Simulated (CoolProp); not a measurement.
Vapour-liquid equilibrium of R143a (1) + R134a (2) at -6.15 °C; x and y are mole fractions of (1).

Model: multi-fluid Helmholtz-energy mixture model, Lemmon and Jacobsen 2000 and Tillner-Roth 1994; pair parameters Lemmon 2004, in CoolProp.

Q: Give the bubble pressure and the first vapour's composition at x = 0.45, 0.65, 0.75. Is there an azeotrope?

A: x = 0.45: 0.3547 MPa, y = 0.621; x = 0.65: 0.4100 MPa, y = 0.786; x = 0.75: 0.4380 MPa, y = 0.855. No azeotrope shows between x = 0.05 and 0.95.

The pair parameters rest on a limited set of measurements; away from them the model extrapolates.
